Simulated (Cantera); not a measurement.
A perfectly stirred reactor is fed with CH4 : C2H6 : C3H8 : O2 : N2 = 1 : 0.29 : 0.51 : 9.12 : 64.8 (molar parts), equivalence ratio 0.61, at 5.50 bar; it is adiabatic with a 750 K inlet, and is followed from long to short residence time, starting on the burning branch (τ in s: 0.23, 0.088, 0.034, 0.013, 0.0051, 0.002, 0.00077, 0.0003, 0.00012, 4.5e-05).

Computed with Cantera and GRI-Mech 3.0 (53 species, 325 reactions). GRI-Mech 3.0 was tuned for natural gas; its chemistry of propane as a main component is partial and can be far from experiment.

Problem. What does this change do: inlet temperature 750 to 623 K?

Solution. 
| quantity | before | after |
|---|---|---|
| blow-out, bracketed by the residence times tried | burning at 0.770 ms, out at 0.300 ms | burning at 5.10 ms, out at 2.00 ms |
| x(CH4) at τ = 0.230 s | 2.28e-6 | 4.29e-6 |
| x(C2H6) at τ = 0.230 s | 1.50e-7 | 2.94e-7 |
| x(C3H8) at τ = 0.230 s | 2.70e-7 | 5.65e-7 |
| x(HCO) at τ = 0.230 s | 1.19e-9 | 1.42e-9 |
| x(CH3) at τ = 0.230 s | 5.14e-7 | 7.43e-7 |
| x(CH4) at τ = 2.00 ms | 6.02e-5 | 0.0132 |
| x(C2H6) at τ = 2.00 ms | 4.41e-6 | 0.00383 |
| x(C3H8) at τ = 2.00 ms | 8.09e-6 | 0.00674 |
| x(HCO) at τ = 2.00 ms | 1.61e-7 | <1e-12 |
| x(CH3) at τ = 2.00 ms | 1.23e-5 | <1e-12 |

Problem. What does this change do: inlet temperature 750 to 450 K?

Solution. 
```json
[
 {"quantity": "blow-out, bracketed by the residence times tried", "before": "burning at 0.770 ms, out at 0.300 ms", "after": "burning at 34.0 ms, out at 13.0 ms"},
 {"quantity": "x(CH4) at τ = 0.230 s", "before": "2.28e-6", "after": "2.62e-5"},
 {"quantity": "x(C2H6) at τ = 0.230 s", "before": "1.50e-7", "after": "1.77e-6"},
 {"quantity": "x(C3H8) at τ = 0.230 s", "before": "2.70e-7", "after": "3.20e-6"},
 {"quantity": "x(HCO) at τ = 0.230 s", "before": "1.19e-9", "after": "2.12e-9"},
 {"quantity": "x(CH3) at τ = 0.230 s", "before": "5.14e-7", "after": "1.92e-6"},
 {"quantity": "x(CH4) at τ = 2.00 ms", "before": "6.02e-5", "after": "0.0132"},
 {"quantity": "x(C2H6) at τ = 2.00 ms", "before": "4.41e-6", "after": "0.00383"},
 {"quantity": "x(C3H8) at τ = 2.00 ms", "before": "8.09e-6", "after": "0.00674"},
 {"quantity": "x(HCO) at τ = 2.00 ms", "before": "1.61e-7", "after": "<1e-12"},
 {"quantity": "x(CH3) at τ = 2.00 ms", "before": "1.23e-5", "after": "<1e-12"}
]
```
